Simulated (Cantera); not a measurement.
A closed system holds: 1 mol MgO, 1.8 mol C, 0.61 mol CO, held at 0.0100 bar.

Equilibrium computed with Cantera from the NASA thermochemical tables; the gas is ideal and each condensed phase is pure. Candidate condensed phases: C, Mg, MgCO3, MgO; 15 gas species. Rates play no part. All values below are at 1823 K.

Base state: CO 0.617, Mg 0.383 (mole fractions); condensed: C(graphite).

Task: What changes in the equilibrium state with this change: pressure from 0.0100 bar to 1 atm?

Result: 
| species | before | after |
|---|---|---|
| CO | 0.617 | 0.996 |
| Mg | 0.383 | 0.00360 |
| CO2 | 2.48e-7 | 6.55e-5 |
| C(graphite), mol | 0.800 | 1.80 |
| MgO(s), mol | 0 | 0.998 |
